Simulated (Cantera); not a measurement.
Cantera run, input and output.

```python
import numpy as np
import cantera as ct

gas = ct.Solution("gri30.yaml")
gas.TPX = 1498, 850000, {'CO': 0.001, 'O2': 0.058, 'H2O': 0.00097, 'N2': 1}
inlet = ct.Reservoir(gas, clone=True)

reactor = ct.IdealGasConstPressureReactor(gas, energy="off", clone=False)
exhaust = ct.Reservoir(gas, clone=True)
tau = [0.42, 0.21, 0.1, 0.052, 0.026, 0.013, 0.0065, 0.0033, 0.0016, 0.00081, 0.0004][0]
for a, b in ((inlet, reactor), (reactor, exhaust)):
    ct.MassFlowController(a, b, mdot=lambda t: reactor.mass / tau)
net = ct.ReactorNet([reactor])
show = ['CO', 'O2', 'H2O', 'OH', 'H2']

rows = []
print(f"{'tau/s':>10s}{'T/K':>9s}" + "".join(f"{s:>11s}" for s in show))
for tau in [0.42, 0.21, 0.1, 0.052, 0.026, 0.013, 0.0065, 0.0033, 0.0016, 0.00081, 0.0004]:
    net.initial_time = 0.0
    net.advance(30 * tau)
    before = gas.X
    net.advance(40 * tau)
    drift = np.max(np.abs(gas.X - before) / (gas.X + 1e-9))
    rows.append([gas.T, *gas[show].X, drift])
    print(f"{tau:10.3e}{gas.T:9.1f}" + "".join(f"{x:11.3e}" for x in gas[show].X))
```

Output:

```
     tau/s      T/K         CO         O2        H2O         OH         H2
 4.200e-01   1498.0  1.379e-05  5.428e-02  9.123e-04  6.324e-06  1.374e-08
 2.100e-01   1498.0  2.315e-05  5.428e-02  9.117e-04  7.451e-06  2.035e-08
 1.000e-01   1498.0  3.998e-05  5.429e-02  9.110e-04  8.881e-06  3.140e-08
 5.200e-02   1498.0  6.420e-05  5.430e-02  9.102e-04  1.033e-05  4.628e-08
 2.600e-02   1498.0  1.047e-04  5.431e-02  9.092e-04  1.205e-05  6.980e-08
 1.300e-02   1498.0  1.673e-04  5.434e-02  9.081e-04  1.392e-05  1.042e-07
 6.500e-03   1498.0  2.586e-04  5.438e-02  9.069e-04  1.583e-05  1.513e-07
 3.300e-03   1498.0  3.778e-04  5.443e-02  9.057e-04  1.755e-05  2.074e-07
 1.600e-03   1498.0  5.289e-04  5.450e-02  9.048e-04  1.886e-05  2.657e-07
 8.100e-04   1498.0  6.730e-04  5.457e-02  9.045e-04  1.904e-05  2.944e-07
 4.000e-04   1498.0  7.992e-04  5.463e-02  9.053e-04  1.727e-05  2.640e-07
```

Cantera simulation using GRI-Mech 3.0 (53 species, 325 reactions); the numbers are that mechanism's predictions, not measurements.
